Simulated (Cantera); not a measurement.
Input (Python, Cantera):

```python
import numpy as np
import cantera as ct

gas = ct.Solution("h2o2.yaml")
gas.TPX = 1125, 1200000, {'H2': 1, 'O2': 1.47, 'N2': 14.7}
reactor = ct.IdealGasConstPressureReactor(gas, energy="on", clone=False)
net = ct.ReactorNet([reactor])
net.rtol, net.atol = 1e-08, 1e-16
show = ['H2', 'O2', 'H', 'OH', 'H2O', 'HO2', 'H2O2']
times = np.geomspace(3e-06, 4, 14)

steps = ct.SolutionArray(gas, extra=["t"])
rows = []
print(f"{'t/s':>10s}{'T/K':>9s}{'P/Pa':>11s}" + "".join(f"{s:>11s}" for s in show))
for t in times:
    while net.time < t:
        t_next = net.step()
        steps.append(gas.state, t=t_next)
    rows.append([np.interp(t, steps.t, y) for y in (steps.T, steps.P, *steps(*show).X.T)])
    print(f"{t:10.3e}{rows[-1][0]:9.1f}{rows[-1][1]:11.4g}" + "".join(f"{x:11.3e}" for x in rows[-1][2:]))
rate = np.gradient(steps.T, steps.t)
print("integrator steps:", len(steps.t))
if steps.T.max() > steps.T[0] + 200:
    print(f"time of steepest temperature rise: {steps.t[rate.argmax()]:.4e} s")
gas.TPX = 1125, 1200000, {'H2': 1, 'O2': 1.47, 'N2': 14.7}
gas.equilibrate("HP")
print(f"equilibrium (HP): T = {gas.T:.1f} K  " + "  ".join(f"{s} {gas[s].X[0]:.3e}" for s in show))
```

Output:

```
       t/s      T/K       P/Pa         H2         O2          H         OH        H2O        HO2       H2O2
 3.000e-06   1125.0    1.2e+06  5.824e-02  8.561e-02  2.543e-10  4.583e-11  1.450e-09  6.529e-09  1.902e-11
 8.877e-06   1125.0    1.2e+06  5.824e-02  8.561e-02  2.682e-10  4.893e-11  5.399e-09  2.111e-08  1.859e-10
 2.627e-05   1125.0    1.2e+06  5.824e-02  8.561e-02  3.055e-10  5.776e-11  1.839e-08  6.555e-08  1.646e-09
 7.773e-05   1125.0    1.2e+06  5.824e-02  8.561e-02  4.699e-10  1.046e-10  7.543e-08  2.150e-07  1.349e-08
 2.300e-04   1125.0    1.2e+06  5.824e-02  8.561e-02  1.576e-09  4.580e-10  6.093e-07  9.905e-07  1.193e-07
 6.806e-04   1125.2    1.2e+06  5.820e-02  8.558e-02  4.120e-08  1.589e-08  2.799e-05  1.527e-05  5.381e-06
 2.014e-03   1550.8    1.2e+06  3.414e-07  5.818e-02  6.882e-09  4.283e-05  5.997e-02  1.732e-07  1.826e-08
 5.959e-03   1550.8    1.2e+06  2.638e-07  5.818e-02  4.744e-09  3.633e-05  5.997e-02  1.517e-07  1.385e-08
 1.763e-02   1550.8    1.2e+06  2.638e-07  5.818e-02  4.744e-09  3.633e-05  5.997e-02  1.517e-07  1.385e-08
 5.218e-02   1550.8    1.2e+06  2.638e-07  5.818e-02  4.744e-09  3.633e-05  5.997e-02  1.517e-07  1.385e-08
 1.544e-01   1550.8    1.2e+06  2.638e-07  5.818e-02  4.744e-09  3.633e-05  5.997e-02  1.517e-07  1.385e-08
 4.568e-01   1550.8    1.2e+06  2.638e-07  5.818e-02  4.744e-09  3.633e-05  5.997e-02  1.517e-07  1.385e-08
 1.352e+00   1550.8    1.2e+06  2.638e-07  5.818e-02  4.744e-09  3.633e-05  5.997e-02  1.517e-07  1.385e-08
 4.000e+00   1550.8    1.2e+06  2.638e-07  5.818e-02  4.744e-09  3.633e-05  5.997e-02  1.517e-07  1.385e-08
integrator steps: 1228
time of steepest temperature rise: 1.4441e-03 s
equilibrium (HP): T = 1550.8 K  H2 2.638e-07  O2 5.818e-02  H 4.744e-09  OH 3.633e-05  H2O 5.997e-02  HO2 1.517e-07  H2O2 1.385e-08
```

Model: the H2/O2 subset of GRI-Mech 3.0, which has no nitrogen chemistry, integrated in Cantera. The hydrogen kinetics of GRI-Mech 3.0 are dated; newer H2 mechanisms differ, most at raised pressure. The pressure lies above the range GRI-Mech 3.0 was tuned for (to about 10 atm).
